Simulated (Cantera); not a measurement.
Input (Python, Cantera) and output of one run.

```python
import numpy as np
import cantera as ct

gas_names = """
    AL ALCL ALCL2 ALCL3 AL2 AL2CL6 CL CL2
""".split()
cond_names = """
    AL(cr) AL(L) ALCL3(s) ALCL3(L)
""".split()


# ... load() reads the species with a 1 bar reference pressure and builds the phases ...
atoms = {
    'Al': {'AL': 1},
    'Cl2': {'CL': 2},
}
top_T = {}  # K; cautious upper limits of use, not melting points


# ... equilibrate(T, P, feed) seeds the gas with the atoms and calls Mixture.equilibrate('TP', solver="vcs", rtol=1e-11, max_steps=5000) ...
results = []
feed = {'Al': 1, 'Cl2': 0.45}  # mol
T = 573.15  # K
P = 133.322  # Pa
mix = equilibrate(T, P, feed)
results.append((T, P, feed, dict(zip(mix.species_names, mix.species_moles))))
print(gas.report(threshold=0.001))
for i in range(1, mix.n_phases):
    print(f"{mix.phase(i).name:16s} {mix.phase_moles(i):12.5e} mol")
```

Output:

```
       temperature   573.15 K
          pressure   133.32 Pa
           density   0.0061986 kg/m^3
  mean mol. weight   221.56 kg/kmol
   phase of matter   gas

                          1 kg             1 kmol
                     ---------------   ---------------
          enthalpy       -4.5915e+06       -1.0173e+09  J
   internal energy        -4.613e+06       -1.0221e+09  J
           entropy            2575.9        5.7071e+05  J/K
    Gibbs function       -6.0678e+06       -1.3444e+09  J
 heat capacity c_p             644.5         1.428e+05  J/K
 heat capacity c_v            606.97        1.3448e+05  J/K

                      mass frac. Y      mole frac. X     chem. pot. / RT
                     ---------------   ---------------   ---------------
             ALCL3           0.20356           0.33827           -169.77
            AL2CL6           0.79643           0.66173           -339.54
     [   +6 minor]        1.2248e-06        3.2063e-06

AL(cr)            7.00000e-01 mol
ALCL3(L)          0.00000e+00 mol
```

Equilibrium computed with Cantera from the NASA thermochemical tables; the gas is ideal and each condensed phase is pure.
